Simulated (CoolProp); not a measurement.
Hydrogen sulfide along the isobar 11.3 MPa: Z from the reference equation and from simpler models built on Tc = 100.0 °C, pc = 8.999 MPa, ω = 0.101; each cubic takes its own stable root.

Computed with CoolProp (reference Helmholtz-energy equation of state, Lemmon 2006). It is a short technical equation, of lower accuracy than the large ones.

```
T (°C)          phase  reference  van der Waals  Redlich-Kwong
------  -------------  ---------  -------------  -------------
-9.75          liquid     0.2021         0.3008         0.2107
9.05           liquid     0.1970         0.2917         0.2068
27.85          liquid     0.1941         0.2857         0.2058
46.75          liquid     0.1938         0.2833         0.2081
65.55          liquid     0.1970         0.2853         0.2153
84.35          liquid     0.2068         0.2944         0.2315
103.15  supercritical     0.2377         0.3196         0.2735
122.05  supercritical     0.4608         0.4230         0.4640
140.85  supercritical     0.6093         0.5816         0.6045
159.65  supercritical     0.6914         0.6624         0.6820
178.45  supercritical     0.7480         0.7162         0.7358
197.35  supercritical     0.7905         0.7566         0.7766
216.15  supercritical     0.8237         0.7883         0.8086
```
